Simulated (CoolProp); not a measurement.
Vapour-liquid equilibrium of CH2F2 (R32) (1) + R152A (2) at 243.7 K; x and y are mole fractions of (1).

The numbers come from the multi-fluid Helmholtz-energy mixture model, Tillner-Roth 1997 and Outcalt 1996; pair parameters Bell 2016 in CoolProp.

Task: Give the bubble pressure and the first vapour's composition at x = 0.2, 0.5, 0.725. Is there an azeotrope?

Result: x = 0.2: 1.205 bar, y = 0.462; x = 0.5: 1.802 bar, y = 0.765; x = 0.725: 2.245 bar, y = 0.892. No azeotrope shows between x = 0.05 and 0.95.

The pair parameters rest on a limited set of measurements; away from them the model extrapolates.
